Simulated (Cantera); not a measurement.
Feed: 1 mol SiCl4, 15 mol NH3, 0.22 mol H2, equilibrated at 1975 K and 0.100 bar.

Equilibrium computed with Cantera from the NASA thermochemical tables; the gas is ideal and each condensed phase is pure. Candidate condensed phases: NH4Cl, Si, Si3N4; 28 gas species. The tables' values for SiCl, SiCl3, SiN are old estimates; treat these amounts as uncertain. Gases not in the tables: Si2H6 and higher silanes. Rates play no part.

What is the equilibrium state?


```
Item            Value
----------  ---------
x(H2)           0.663
x(N2)           0.232
x(HCl)         0.0777
x(SiCl2)       0.0225
x(H)          0.00352
x(SiCl)      0.000328
x(Si)        0.000323
x(Cl)        0.000309
x(SiCl3)     0.000170
n(Si(l))    0.241 mol
gas amount  32.30 mol
```
